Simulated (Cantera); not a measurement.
Charge: 1 mol TEOS, 14 mol NO, equilibrated at 1.33 mbar.

Cantera equilibrium calculation (NASA polynomials, part measured and part estimated; ideal gas, pure solids and liquids). Candidate condensed phases: C, C6H6, C7H8, C8H18, H2O, Si, SiC, SiO2, Si2N2O, Si3N4; 151 gas species. The feed counts by its element totals alone. The tables hold silica as quartz up to 1696 K and as liquid above; real silica turns to tridymite and cristobalite and melts near 1996 K. Rates play no part.

Q: Which condensed phases are stable at each of these points (T (K)): 673, 773, 873, 973, 1073, 1173, 1273, 1373?

A: 
```
T (K)  condensed phases  Si condensed (%)
-----  ----------------  ----------------
673      SiO2(α-quartz)             100.0
773      SiO2(α-quartz)             100.0
873      SiO2(β-quartz)             100.0
973      SiO2(β-quartz)             100.0
1073     SiO2(β-quartz)             100.0
1173     SiO2(β-quartz)             100.0
1273     SiO2(β-quartz)             100.0
1373     SiO2(β-quartz)             100.0
```

From 673 K to 773 K the condensed part is SiO2(α-quartz). From 873 K to 1373 K the condensed part is SiO2(β-quartz).
